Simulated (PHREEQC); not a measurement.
H2SO4 is added in steps, without added water, to 1 kg of water holding 61 mmol/kgw KOH and 0.16 mmol/kgw NaAlO2, at 25 °C. Oxygen is held at 0.21 atm. CO2 from the air is kept out. The run lets Al(OH)3(a) precipitate or redissolve, and no other solid.

Base run: PHREEQC, ion-association model, phreeqc.dat. Each further column changes one thing. The table gives pH.

```json
[
 {"H2SO4 added (mol)": "0", "base": "12.68", "KOH from 0.061 to 0.0549 mol/kgw": "12.64", "temperature from 25 to 45 °C": "12.08", "diluted 100-fold with water": "10.77", "no solid may form": "12.68"},
 {"H2SO4 added (mol)": "0.0073", "base": "12.56", "KOH from 0.061 to 0.0549 mol/kgw": "12.50", "temperature from 25 to 45 °C": "11.96", "diluted 100-fold with water": "2.00", "no solid may form": "12.56"},
 {"H2SO4 added (mol)": "0.0146", "base": "12.39", "KOH from 0.061 to 0.0549 mol/kgw": "12.30", "temperature from 25 to 45 °C": "11.79", "diluted 100-fold with water": "1.74", "no solid may form": "12.39"},
 {"H2SO4 added (mol)": "0.0219", "base": "12.12", "KOH from 0.061 to 0.0549 mol/kgw": "11.94", "temperature from 25 to 45 °C": "11.52", "diluted 100-fold with water": "1.59", "no solid may form": "12.12"},
 {"H2SO4 added (mol)": "0.0292", "base": "11.30", "KOH from 0.061 to 0.0549 mol/kgw": "2.92", "temperature from 25 to 45 °C": "10.70", "diluted 100-fold with water": "1.48", "no solid may form": "11.30"},
 {"H2SO4 added (mol)": "0.0365", "base": "2.34", "KOH from 0.061 to 0.0549 mol/kgw": "2.13", "temperature from 25 to 45 °C": "2.43", "diluted 100-fold with water": "1.39", "no solid may form": "2.34"},
 {"H2SO4 added (mol)": "0.0438", "base": "1.98", "KOH from 0.061 to 0.0549 mol/kgw": "1.87", "temperature from 25 to 45 °C": "2.06", "diluted 100-fold with water": "1.33", "no solid may form": "1.98"},
 {"H2SO4 added (mol)": "0.0511", "base": "1.78", "KOH from 0.061 to 0.0549 mol/kgw": "1.71", "temperature from 25 to 45 °C": "1.85", "diluted 100-fold with water": "1.27", "no solid may form": "1.78"},
 {"H2SO4 added (mol)": "0.0584", "base": "1.64", "KOH from 0.061 to 0.0549 mol/kgw": "1.59", "temperature from 25 to 45 °C": "1.71", "diluted 100-fold with water": "1.22", "no solid may form": "1.64"},
 {"H2SO4 added (mol)": "0.0657", "base": "1.54", "KOH from 0.061 to 0.0549 mol/kgw": "1.49", "temperature from 25 to 45 °C": "1.60", "diluted 100-fold with water": "1.17", "no solid may form": "1.54"},
 {"H2SO4 added (mol)": "0.073", "base": "1.46", "KOH from 0.061 to 0.0549 mol/kgw": "1.42", "temperature from 25 to 45 °C": "1.51", "diluted 100-fold with water": "1.13", "no solid may form": "1.46"}
]
```

 At this temperature some constants are extrapolated from 25 °C, and those without enthalpy data are left unchanged.
